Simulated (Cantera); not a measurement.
Charge: 1 mol CH3F, 1.3 mol HCl, 1.1 mol H2, at 3227 °C and 0.0133 bar.

Method: chemical equilibrium by Gibbs-energy minimisation in Cantera with the NASA 1993 tables (ideal gas, pure condensed phases). Candidate condensed phases: C, C6H6, C7H8, C8H18; 118 gas species. The tables' values for CCl are old estimates; treat these amounts as uncertain. Kinetics and transport are ignored.

Base state: H 0.645, Cl 0.146, HF 0.0740, C 0.0433, F 0.0404, C3 0.0161, H2 0.0159, C2 0.00930 (mole fractions); condensed: gas only.

Q: What changes in the equilibrium state with this change: temperature from 3227 °C to 3050 °C?

A: 
```csv
species,before,after
H,0.645,0.620
Cl,0.146,0.149
HF,0.0740,0.103
C,0.0433,0.0223
HCl,0.00543,0.0123
H2,0.0159,0.0342
F,0.0404,0.0197
C3,0.0161,0.0255
C2H2 (acetylene),0.000129,0.000665
C5,4.09e-5,0.000152
C4,3.66e-5,7.33e-5
C2H,0.00165,0.00314
```

Q: What changes in the equilibrium state with this change: CH3F replaced by CH3Cl?

A: 
| species | before | after |
|---|---|---|
| H | 0.645 | 0.664 |
| Cl | 0.146 | 0.242 |
| C | 0.0433 | 0.0423 |
| HF | 0.0740 | 0 |
| F | 0.0404 | 0 |
| C3 | 0.0161 | 0.0150 |
| H2 | 0.0159 | 0.0169 |
| CF | 0.00219 | 0 |
| HCl | 0.00543 | 0.00925 |

Q: What changes in the equilibrium state with this change: pressure from 0.0133 bar to 0.00340 bar?

A: 
| species | before | after |
|---|---|---|
| H | 0.645 | 0.659 |
| Cl | 0.146 | 0.139 |
| C | 0.0433 | 0.0751 |
| HF | 0.0740 | 0.0344 |
| F | 0.0404 | 0.0721 |
| H2 | 0.0159 | 0.00423 |
| C3 | 0.0161 | 0.00546 |
| C2H2 (acetylene) | 0.000129 | 6.71e-6 |
| C5 | 4.09e-5 | 2.70e-6 |
| C4 | 3.66e-5 | 5.46e-6 |
| C2H | 0.00165 | 0.000329 |
